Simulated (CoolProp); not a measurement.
Vapour-liquid equilibrium of cyclohexane (1) + toluene (2) at 114 kPa; x and y are mole fractions of (1).

The numbers come from the multi-fluid Helmholtz-energy mixture model, Zhou 2014 and Lemmon 2006; pair parameters Bell 2016 in CoolProp.

```csv
x,"bubble temperature, mixture model (K)","bubble temperature, Raoult's law (K)","y, mixture model","y, Raoult's law"
0.05,384.9,385.8,0.125,0.106
0.15,379.6,381.7,…,0.287
0.25,…,378.0,…,0.435
0.35,…,374.6,0.574,0.558
0.45,368.8,371.5,…,0.660
0.55,366.2,368.6,0.736,0.745
0.65,364.0,365.9,0.801,0.818
0.75,362.1,363.4,0.860,0.880
0.85,…,361.1,…,0.933
0.95,358.6,358.9,0.972,0.979
```

Task: Complete the blanks.

Result: 
- 0.15, y, mixture model: 0.319
- 0.25, bubble temperature, mixture model (K): 375.3
- 0.25, y, mixture model: 0.463
- 0.35, bubble temperature, mixture model (K): 371.8
- 0.45, y, mixture model: 0.662
- 0.85, bubble temperature, mixture model (K): 360.3
- 0.85, y, mixture model: 0.916

The largest gap from Raoult's law is -2.8 K in bubble temperature, at x = 0.35. No azeotrope shows between x = 0.05 and 0.95.

The pair parameters rest on a limited set of measurements; away from them the model extrapolates.
